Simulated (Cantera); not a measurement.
An adiabatic, constant-volume homogeneous reactor starts with CH₄ : O₂ : N₂ = 1 : 3.7 : 13.9 (molar parts), equivalence ratio 0.54, at 1173 K and 49000 Pa. Integrator tolerance rtol = 1e-08.

Detailed kinetics in Cantera: GRI-Mech 3.0 (53 species, 325 reactions).

Q: What does this change do: pressure from 49000 Pa to 110000 Pa?

A: 
```tsv
quantity	before	after
time of steepest temperature rise	86.1 ms	43.8 ms
temperature at 0.600 s	2435 K	2458 K
equilibrium temperature	2435 K	2458 K
x(CH₄) at 0.600 s	<1e-12 (gas-phase equilibrium <1e-12)	<1e-12 (gas-phase equilibrium <1e-12)
x(O₂) at 0.600 s	0.0837 (gas-phase equilibrium 0.0837)	0.0835 (gas-phase equilibrium 0.0835)
x(CO) at 0.600 s	0.00435 (gas-phase equilibrium 0.00435)	0.00337 (gas-phase equilibrium 0.00337)
x(NO₂) at 0.600 s	7.61e-6 (gas-phase equilibrium 7.61e-6)	1.16e-5 (gas-phase equilibrium 1.16e-5)
x(C₂H₄) at 0.600 s	<1e-12 (gas-phase equilibrium <1e-12)	<1e-12 (gas-phase equilibrium <1e-12)
x(HO₂) at 0.600 s	6.07e-6 (gas-phase equilibrium 6.07e-6)	7.97e-6 (gas-phase equilibrium 7.97e-6)
x(HCN) at 0.600 s	4.56e-12 (gas-phase equilibrium 4.56e-12)	5.22e-12 (gas-phase equilibrium 5.22e-12)
```

Q: What does this change do: pressure from 49000 Pa to 250000 Pa?

A: 
```tsv
quantity	before	after
time of steepest temperature rise	86.1 ms	20.5 ms
temperature at 0.600 s	2435 K	2478 K
equilibrium temperature	2435 K	2478 K
x(CH₄) at 0.600 s	<1e-12 (gas-phase equilibrium <1e-12)	<1e-12 (gas-phase equilibrium <1e-12)
x(O₂) at 0.600 s	0.0837 (gas-phase equilibrium 0.0837)	0.0833 (gas-phase equilibrium 0.0833)
x(CO) at 0.600 s	0.00435 (gas-phase equilibrium 0.00435)	0.00253 (gas-phase equilibrium 0.00253)
x(NO₂) at 0.600 s	7.61e-6 (gas-phase equilibrium 7.61e-6)	1.78e-5 (gas-phase equilibrium 1.78e-5)
x(C₂H₄) at 0.600 s	<1e-12 (gas-phase equilibrium <1e-12)	<1e-12 (gas-phase equilibrium <1e-12)
x(HO₂) at 0.600 s	6.07e-6 (gas-phase equilibrium 6.07e-6)	1.04e-5 (gas-phase equilibrium 1.04e-5)
x(HCN) at 0.600 s	4.56e-12 (gas-phase equilibrium 4.56e-12)	5.63e-12 (gas-phase equilibrium 5.63e-12)
```
